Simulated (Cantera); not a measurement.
Feed: 1 mol CaF2, 0.65 mol O2, a varied amount of H2, equilibrated at 1600 °C and 4.80 mbar.

Cantera equilibrium calculation (NASA polynomials, part measured and part estimated; ideal gas, pure solids and liquids). Candidate condensed phases: Ca, CaF2, CaO, Ca(OH)2, H2O; 29 gas species. The numbers say what is thermodynamically allowed, not how fast it happens.

x: gas mole fraction; n: condensed amount in mol.

```tsv
n(H2) (mol)	x H2	x HF	x H2O	x CaF2	n CaO(s)
11	0.800	0.120	0.0482	0.0226	0.718
21	0.886	?	?	?	0.713
31	0.919	0.0449	0.0184	0.00830	0.707
41	0.935	0.0342	0.0142	0.00625	0.700
51	0.946	0.0276	0.0116	0.00498	0.692
61	0.953	?	?	?	0.685
71	0.958	0.0200	0.00860	0.00351	0.676
81	0.962	0.0175	0.00766	0.00304	0.667
```

**Question.** Some entries are withheld; supply them.

**Answer.** 
- 61, x HF: 0.0232
- 61, x H2O: 0.00986
- 61, x CaF2: 0.00413
- 21, x HF: 0.0654
- 21, x H2O: 0.0265
- 21, x CaF2: 0.0122
